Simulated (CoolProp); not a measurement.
Neopentane along the isotherm 200.65 °C: fugacity coefficient from the reference equation and from simpler models built on Tc = 160.6 °C, pc = 3196 kPa, ω = 0.196; each cubic takes its own stable root.

Values from CoolProp's reference Helmholtz-energy equation of state, Lemmon 2006. It is a short technical equation, of lower accuracy than the large ones.

```json
[
 {"p (kPa)": "571", "phase": "gas", "reference": "0.9552", "van der Waals": "0.9575", "Redlich-Kwong": "0.9535", "Soave-Redlich-Kwong": "0.9551", "Peng-Robinson": "…"},
 {"p (kPa)": "1140", "phase": "gas", "reference": "0.9113", "van der Waals": "0.9154", "Redlich-Kwong": "0.9081", "Soave-Redlich-Kwong": "0.9114", "Peng-Robinson": "0.9003"},
 {"p (kPa)": "1710", "phase": "gas", "reference": "0.8679", "van der Waals": "0.8735", "Redlich-Kwong": "0.8635", "Soave-Redlich-Kwong": "0.8684", "Peng-Robinson": "0.8529"},
 {"p (kPa)": "2280", "phase": "gas", "reference": "0.8250", "van der Waals": "0.8315", "Redlich-Kwong": "0.8196", "Soave-Redlich-Kwong": "0.8263", "Peng-Robinson": "0.8070"},
 {"p (kPa)": "2850", "phase": "gas", "reference": "0.7827", "van der Waals": "0.7893", "Redlich-Kwong": "0.7764", "Soave-Redlich-Kwong": "0.7850", "Peng-Robinson": "0.7625"},
 {"p (kPa)": "3420", "phase": "supercritical", "reference": "0.7407", "van der Waals": "0.7464", "Redlich-Kwong": "0.7337", "Soave-Redlich-Kwong": "0.7442", "Peng-Robinson": "0.7192"},
 {"p (kPa)": "4000", "phase": "supercritical", "reference": "0.6985", "van der Waals": "…", "Redlich-Kwong": "0.6905", "Soave-Redlich-Kwong": "0.7034", "Peng-Robinson": "0.6765"},
 {"p (kPa)": "4570", "phase": "supercritical", "reference": "0.6574", "van der Waals": "0.6551", "Redlich-Kwong": "0.6485", "Soave-Redlich-Kwong": "0.6641", "Peng-Robinson": "0.6361"},
 {"p (kPa)": "5140", "phase": "supercritical", "reference": "0.6174", "van der Waals": "0.6128", "Redlich-Kwong": "0.6085", "Soave-Redlich-Kwong": "0.6265", "Peng-Robinson": "0.5980"},
 {"p (kPa)": "5710", "phase": "supercritical", "reference": "0.5803", "van der Waals": "0.5771", "Redlich-Kwong": "0.5728", "Soave-Redlich-Kwong": "0.5921", "Peng-Robinson": "0.5634"},
 {"p (kPa)": "6280", "phase": "supercritical", "reference": "…", "van der Waals": "0.5473", "Redlich-Kwong": "0.5419", "Soave-Redlich-Kwong": "…", "Peng-Robinson": "0.5331"},
 {"p (kPa)": "6850", "phase": "supercritical", "reference": "0.5195", "van der Waals": "0.5223", "Redlich-Kwong": "0.5155", "Soave-Redlich-Kwong": "0.5358", "Peng-Robinson": "0.5067"},
 {"p (kPa)": "7420", "phase": "supercritical", "reference": "0.4952", "van der Waals": "0.5013", "Redlich-Kwong": "…", "Soave-Redlich-Kwong": "0.5131", "Peng-Robinson": "0.4838"},
 {"p (kPa)": "7990", "phase": "supercritical", "reference": "0.4743", "van der Waals": "0.4834", "Redlich-Kwong": "0.4731", "Soave-Redlich-Kwong": "0.4933", "Peng-Robinson": "0.4638"}
]
```

**Question.** Complete the blanks.

**Answer.** 
- 571, Peng-Robinson: 0.9492
- 4000, van der Waals: 0.7012
- 6280, reference: 0.5476
- 6280, Soave-Redlich-Kwong: 0.5620
- 7420, Redlich-Kwong: 0.4928
